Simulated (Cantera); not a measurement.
Input (Python, Cantera):

```python
import numpy as np
import cantera as ct

gas = ct.Solution("gri30.yaml")
gas.TPX = 1450, 210000, {'CH4': 1, 'CO': 0.071, 'O2': 1.27, 'N2': 4.78}
reactor = ct.IdealGasConstPressureReactor(gas, energy="on", clone=False)
net = ct.ReactorNet([reactor])
net.rtol, net.atol = 1e-08, 1e-16
show = ['CH4', 'CO', 'O2', 'H2O2', 'C2H2']
times = np.geomspace(1e-06, 0.9, 10)

steps = ct.SolutionArray(gas, extra=["t"])
rows = []
print(f"{'t/s':>10s}{'T/K':>9s}{'P/Pa':>11s}" + "".join(f"{s:>11s}" for s in show))
for t in times:
    while net.time < t:
        t_next = net.step()
        steps.append(gas.state, t=t_next)
    rows.append([np.interp(t, steps.t, y) for y in (steps.T, steps.P, *steps(*show).X.T)])
    print(f"{t:10.3e}{rows[-1][0]:9.1f}{rows[-1][1]:11.4g}" + "".join(f"{x:11.3e}" for x in rows[-1][2:]))
rate = np.gradient(steps.T, steps.t)
print("integrator steps:", len(steps.t))
if steps.T.max() > steps.T[0] + 200:
    print(f"time of steepest temperature rise: {steps.t[rate.argmax()]:.4e} s")
gas.TPX = 1450, 210000, {'CH4': 1, 'CO': 0.071, 'O2': 1.27, 'N2': 4.78}
gas.equilibrate("HP")
print(f"equilibrium (HP): T = {gas.T:.1f} K  " + "  ".join(f"{s} {gas[s].X[0]:.3e}" for s in show))
```

It prints:

```
       t/s      T/K       P/Pa        CH4         CO         O2       H2O2       C2H2
 1.000e-06   1450.0    2.1e+05  1.404e-01  9.971e-03  1.783e-01  7.703e-10  3.188e-19
 4.588e-06   1450.0    2.1e+05  1.404e-01  9.970e-03  1.783e-01  1.256e-08  4.072e-17
 2.105e-05   1450.0    2.1e+05  1.404e-01  9.970e-03  1.783e-01  1.067e-07  3.054e-14
 9.655e-05   1450.0    2.1e+05  1.404e-01  9.968e-03  1.783e-01  2.600e-07  4.333e-11
 4.429e-04   1453.2    2.1e+05  1.394e-01  1.002e-02  1.777e-01  6.838e-07  3.926e-08
 2.032e-03   2686.3    2.1e+05  2.872e-12  1.059e-01  3.121e-04  4.154e-08  6.296e-15
 9.322e-03   2682.9    2.1e+05  2.980e-12  1.060e-01  2.991e-04  4.033e-08  6.495e-15
 4.276e-02   2682.9    2.1e+05  2.980e-12  1.060e-01  2.991e-04  4.032e-08  6.495e-15
 1.962e-01   2682.9    2.1e+05  2.980e-12  1.060e-01  2.991e-04  4.032e-08  6.495e-15
 9.000e-01   2682.9    2.1e+05  2.980e-12  1.060e-01  2.991e-04  4.032e-08  6.495e-15
integrator steps: 2160
time of steepest temperature rise: 1.4691e-03 s
equilibrium (HP): T = 2682.9 K  CH4 3.412e-12  CO 1.060e-01  O2 2.991e-04  H2O2 4.032e-08  C2H2 7.028e-15
```

Detailed kinetics in Cantera: GRI-Mech 3.0 (53 species, 325 reactions).
